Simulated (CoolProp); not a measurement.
Vapour-liquid equilibrium of carbon dioxide (1) + R125 (2) at 1.45 MPa; x and y are mole fractions of (1).

Values from CoolProp's multi-fluid Helmholtz-energy mixture model, Span 1996 and Lemmon 2005; pair parameters Bell 2016.

| x | bubble temperature (°C) | y at the bubble point | dew temperature at overall composition x (°C) | liquid density (mol/L) |
|---|---|---|---|---|
| 0.05 | 21.0 | 0.150 | 25.0 | 10.33 |
| 0.15 | 10.1 | 0.398 | 21.0 | 11.37 |
| 0.25 | 1.0 | 0.573 | 16.8 | 12.42 |
| 0.35 | -6.1 | 0.690 | 12.3 | 13.51 |
| 0.45 | -11.7 | 0.771 | 7.5 | 14.65 |
| 0.55 | -16.1 | 0.830 | 2.3 | 15.90 |
| 0.65 | -19.8 | 0.876 | -3.5 | 17.31 |
| 0.75 | -22.9 | 0.915 | -10.2 | 18.92 |
| 0.85 | -25.7 | 0.949 | -17.7 | 20.82 |
| 0.95 | -28.3 | 0.983 | -25.8 | 23.09 |

No azeotrope shows between x = 0.05 and 0.95.

The pair parameters rest on a limited set of measurements; away from them the model extrapolates. The gap from Raoult's law changes sign with composition, which may be real or a fault of the pair parameters; it wasn't checked against measurements.
